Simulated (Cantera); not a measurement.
A freely propagating, adiabatic, planar premixed flame of 41.8 % H2, 14.6 % O2, 43.5 % N2, unburnt at 650 K and 100000 Pa; mixture-averaged transport, grid criteria slope 0.08 and curve 0.16, no radiation.

Computed with Cantera and the H2/O2 subset of GRI-Mech 3.0, which has no nitrogen chemistry. Burning velocities carry a grid error of a few per cent, more on coarse grids.

x: mole fraction of selected species; z is measured from the peak of heat release.

```csv
z (mm),T (K),u (m/s),x H2,x O2,x HO2,x OH,x H,x H2O2
-1.34,650,11.9,0.418,0.146,<1e-8,<1e-8,<1e-8,<1e-8
-0.893,650,11.9,0.418,0.146,<1e-8,<1e-8,<1e-8,<1e-8
-0.670,650,11.9,0.418,0.146,<1e-8,<1e-8,<1e-8,<1e-8
-0.446,650,11.9,0.418,0.146,6.34e-7,<1e-8,1.51e-7,<1e-8
-0.223,664,12.1,0.416,0.146,0.000223,6.13e-5,0.000359,…
-0.112,857,15.3,0.383,0.141,0.000181,0.000826,0.0110,…
0,1318,22.8,0.244,0.0892,7.82e-5,0.00511,0.0693,…
0.112,1633,27.8,0.136,0.0251,2.14e-5,0.0118,0.107,…
0.223,1771,29.9,0.121,0.0122,9.71e-6,0.0147,0.104,…
0.446,1923,32.1,0.124,0.00887,6.27e-6,0.0170,0.0887,…
0.893,2088,34.5,0.130,0.00677,4.28e-6,0.0182,0.0711,…
1.79,2253,36.7,0.134,0.00470,2.79e-6,0.0180,0.0541,…
3.57,2405,38.7,0.137,0.00291,1.76e-6,0.0162,0.0391,…
```

Q: Some entries are withheld; supply them.

A: 
- -0.223, x H2O2: 1.68e-6
- -0.112, x H2O2: 7.33e-6
- 0, x H2O2: 3.77e-6
- 0.112, x H2O2: 2.06e-6
- 0.223, x H2O2: 1.30e-6
- 0.446, x H2O2: 7.27e-7
- 0.893, x H2O2: 4.03e-7
- 1.79, x H2O2: 2.41e-7
- 3.57, x H2O2: 1.62e-7
